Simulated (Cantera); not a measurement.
Feed: 1 mol Ta2O5, a varied amount of H2, equilibrated at 0.120 bar.

Method: chemical equilibrium by Gibbs-energy minimisation in Cantera with the NASA 1993 tables (ideal gas, pure condensed phases). Candidate condensed phases: H2O, Ta, Ta2O5; 12 gas species. Mutual solubility and eutectic melting of coexisting phases are not modelled. Condensed phases not in the tables: N, O or C dissolved in the metal. Equilibrium is a limit: real reactors are often held back by kinetics, nucleation or transport.

Stable condensed phases, one row left out:

```
T in °C \ n(H2) in mol
          18  46  74 100 130 160 190 210 240 270 300 330 350
   1102    A   A   A   A   A   A   A   A   A   A   A   A   A
   1077    B   A   A   A   A   A   A   A   A   A   A   A   A
   1052    B   A   A   A   A   A   A   A   A   A   A   A   A
   1027    B   A   A   A   A   A   A   A   A   A   A   A   A
    977    B   B   A   A   A   A   A   A   A   A   A   A   A
    952    B   B   B   A   A   A   A   A   A   A   A   A   A
    927    B   B   B   B   A   A   A   A   A   A   A   A   A
    902    B   B   B   B   B   A   A   A   A   A   A   A   A
    877    B   B   B   B   B   B   B   B   A   A   A   A   A
    852    B   B   B   B   B   B   B   B   B   B   B   A   A
```

A: Ta + Ta2O5; B: Ta2O5.

Give the row for 1002 °C.

18: Ta2O5; 46: Ta + Ta2O5; 74: Ta + Ta2O5; 100: Ta + Ta2O5; 130: Ta + Ta2O5; 160: Ta + Ta2O5; 190: Ta + Ta2O5; 210: Ta + Ta2O5; 240: Ta + Ta2O5; 270: Ta + Ta2O5; 300: Ta + Ta2O5; 330: Ta + Ta2O5; 350: Ta + Ta2O5.
